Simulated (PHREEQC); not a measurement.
Dissolve 0.02 mol HF, 0.003 mol NaF and 3.1e-05 mol H2SiF6 per kg of water at 25 °C. Closed to the air; pH follows from the charge balance.

Computed with PHREEQC (ion-association model, phreeqc.dat).

Each row changes one thing in this solution. No solid was allowed to form.

```tsv
case	pH	ionic strength (mol/kgw)	HF (mol/kgw)	F- (mol/kgw)	HF2- (mol/kgw)	NaF (mol/kgw)	SI of Quartz (SiO2)
as made	2.62	0.00560	0.0171	0.00517	0.000340	7.58e-6	-6.44
NaF replaced by NaOH at the same molality	2.67	0.00530	0.0145	0.00494	0.000275	…	-6.10
NaF from 0.003 to 0.015 mol/kgw	3.03	0.0160	0.0180	0.0148	0.00103	…	-7.48
H2SiF6 from 3.1e-05 to 3.41e-05 mol/kgw	2.62	0.00561	0.0171	0.00517	0.000340	7.57e-6	-6.39
HF replaced by HBF4 at the same molality	1.84	0.0193	0.00836	0.000444	1.43e-5	5.79e-7	-3.11
H2SiF6 from 3.1e-05 to 0.000155 mol/kgw	2.60	0.00583	0.0173	0.00503	0.000334	7.35e-6	-5.73
HF from 0.02 to 0.018 mol/kgw	2.65	0.00540	0.0154	0.00502	0.000296	7.37e-6	-6.22
diluted 5-fold with water	2.95	0.00178	0.00282	0.00175	1.89e-5	5.48e-7	-3.03
NaF from 0.003 to 0.0045 mol/kgw	2.69	0.00673	…	0.00622	0.000416	1.35e-5	…
```

What belongs in the gaps?


- NaF replaced by NaOH at the same molality, NaF (mol/kgw): 7.26e-6
- NaF from 0.003 to 0.015 mol/kgw, NaF (mol/kgw): 9.84e-5
- NaF from 0.003 to 0.0045 mol/kgw, HF (mol/kgw): 0.0174
- NaF from 0.003 to 0.0045 mol/kgw, SI of Quartz (SiO2): -6.63

Complexes and solids missing from the database can't appear. SiF6-2 is the database's only silicon fluoride. Real BF4- forms and hydrolyses slowly; the run takes it at equilibrium.
